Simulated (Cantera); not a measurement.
A Cantera script and what it prints.

```python
import numpy as np
import cantera as ct

gas_names = """
    CL CL2 H HCL H2 N NH NH2 NH3 N2 N2H2 N2H4 Si SiCL SiCL2 SiCL3 SiCL4 SiH SiHCL3 SiH2 SiH2CL2 SiH3
    SiH3CL SiH4 SiN Si2 Si2N Si3
""".split()
cond_names = """
    NH4CL(a) NH4CL(b) Si(cr) Si(L) Si3N4(a)
""".split()


def load(file, names, dense=False):
    # The tables refer to 1 bar. Condensed volumes are neglected.
    table = {s.name: s for s in ct.Species.list_from_file(file)}
    out = []
    for n in names:
        d = dict(table[n].input_data)
        d["thermo"] = dict(d["thermo"], **{"reference-pressure": 1e5})
        if dense:
            d["equation-of-state"] = {"model": "constant-volume", "density": "1e6 g/cm^3"}
        out.append(ct.Species.from_dict(d))
    return out


gas = ct.Solution(thermo="ideal-gas", species=load("nasa_gas.yaml", gas_names))
cond = {s.name: ct.Solution(thermo="fixed-stoichiometry", species=[s], name=s.name)
        for s in load("nasa_condensed.yaml", cond_names, dense=True)}
atoms = {
    'SiCl4': {'Si': 1, 'CL': 4},
    'HCl': {'H': 1, 'CL': 1},
    'N2': {'N': 2},
}
top_T = {'Si3N4(a)': 2400}  # K; cautious upper limits of use, not melting points


def equilibrate(T, P, feed):
    n = {}
    for name, mol in feed.items():
        for a, k in atoms[name].items():
            n[a] = n.get(a, 0.0) + k * mol
    gas.TPX = T, P, n
    mass = sum(n.values()) * gas.mean_molecular_weight
    gas.equilibrate("TP")
    valid = [c for c in cond.values() if c.min_temp <= T <= top_T.get(c.name, c.max_temp)]
    mix = ct.Mixture([(gas, mass / gas.mean_molecular_weight)] + [(c, 0.0) for c in valid])
    mix.T, mix.P = T, P
    mix.equilibrate("TP", solver="vcs", rtol=1e-11, max_steps=5000)
    return mix


results = []
feed = {'SiCl4': 1, 'HCl': 2.5, 'N2': 5.9}  # mol
P = 30000  # Pa
for T in [898, 948, 998, 1048, 1098, 1148, 1198, 1248, 1298, 1348, 1398, 1448, 1498, 1548]:
    mix = equilibrate(T, P, feed)
    results.append((T, P, feed, dict(zip(mix.species_names, mix.species_moles))))

top = {s: max(r[3][s] / sum(r[3][g] for g in gas_names) for r in results) for s in gas_names}
cols = sorted((s for s in top if top[s] > 1e-06), key=lambda s: -top[s])[:8]
seen = [c for c in cond_names if any(r[3].get(c, 0) > 1e-12 for r in results)]
print("log10 of partial pressures in bar; condensed amounts in mol")
print(f"{'T/K':>10s}" + "".join(f"{s[:9]:>10s}" for s in cols + seen))
for T, P, feed, n in results:
    ng = sum(n[g] for g in gas_names)
    print(f"{T:10.4g}" + "".join(f"{np.log10(max(n[s] / ng * P / 1e5, 1e-99)):10.3f}" for s in cols)
          + "".join(f"{n.get(c, 0):10.4g}" for c in seen))
```

Result:

```
log10 of partial pressures in bar; condensed amounts in mol
       T/K        N2       HCL     SiCL4        CL     SiCL3       CL2        H2     SiCL2
       898    -0.725    -1.098    -1.496    -7.618    -8.799    -6.942    -6.902   -14.417
       948    -0.725    -1.098    -1.496    -7.100    -8.110    -6.666    -6.600   -13.195
       998    -0.725    -1.098    -1.496    -6.635    -7.489    -6.423    -6.322   -12.092
      1048    -0.725    -1.098    -1.496    -6.217    -6.925    -6.208    -6.065   -11.091
      1098    -0.725    -1.098    -1.496    -5.838    -6.411    -6.016    -5.828   -10.178
      1148    -0.725    -1.098    -1.496    -5.493    -5.942    -5.842    -5.610    -9.345
      1198    -0.725    -1.098    -1.496    -5.174    -5.514    -5.679    -5.413    -8.585
      1248    -0.725    -1.098    -1.496    -4.878    -5.125    -5.523    -5.238    -7.895
      1298    -0.725    -1.098    -1.496    -4.599    -4.771    -5.369    -5.087    -7.268
      1348    -0.725    -1.098    -1.497    -4.334    -4.449    -5.215    -4.958    -6.701
      1398    -0.725    -1.098    -1.497    -4.083    -4.157    -5.060    -4.849    -6.186
      1448    -0.725    -1.098    -1.498    -3.843    -3.891    -4.905    -4.759    -5.719
      1498    -0.726    -1.099    -1.500    -3.615    -3.649    -4.752    -4.683    -5.294
      1548    -0.726    -1.099    -1.502    -3.398    -3.427    -4.602    -4.620    -4.904
```

Method: chemical equilibrium by Gibbs-energy minimisation in Cantera with the NASA 1993 tables (ideal gas, pure condensed phases). The tables' values for SiCl3 are old estimates; treat these amounts as uncertain.
